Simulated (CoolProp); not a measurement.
Toluene along the isobar 9.71 bar: fugacity coefficient from the reference equation and from simpler models built on Tc = 318.6 °C, pc = 41.26 bar, ω = 0.266; each cubic takes its own stable root.

Model: reference Helmholtz-energy equation of state, Lemmon 2006, in CoolProp. It is a short technical equation, of lower accuracy than the large ones.

| T (°C) | phase | reference | Soave-Redlich-Kwong | Peng-Robinson |
|---|---|---|---|---|
| -6.05 | liquid | 0.0006567 | 0.0006397 | 0.0007186 |
| 23.95 | liquid | 0.003850 | 0.003745 | 0.004018 |
| 53.95 | liquid | 0.01538 | 0.01507 | 0.01566 |
| 83.95 | liquid | 0.04641 | 0.04600 | 0.04673 |
| 113.95 | liquid | 0.1135 | 0.1138 | 0.1139 |
| 143.95 | liquid | 0.2358 | 0.2394 | 0.2370 |
| 173.85 | liquid | 0.4306 | 0.4412 | 0.4340 |
| 203.85 | liquid | 0.7108 | 0.7332 | 0.7184 |
| 233.85 | gas | 0.8574 | 0.8696 | 0.8607 |
